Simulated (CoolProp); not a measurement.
Model: reference Helmholtz-energy equation of state, Thol 2015, in CoolProp.

### Question
For octamethylcyclotetrasiloxane (D4), give the phase and the cp (kJ/(kg K)), cv (kJ/(kg K)), isothermal compressibility (1/MPa), expansivity (1/kK) at 383 K and 1.39 MPa.

### Answer
- 383 K and 1.39 MPa: liquid; cp 1.83, cv 1.56, isothermal compressibility 0.00313, expansivity 1.40
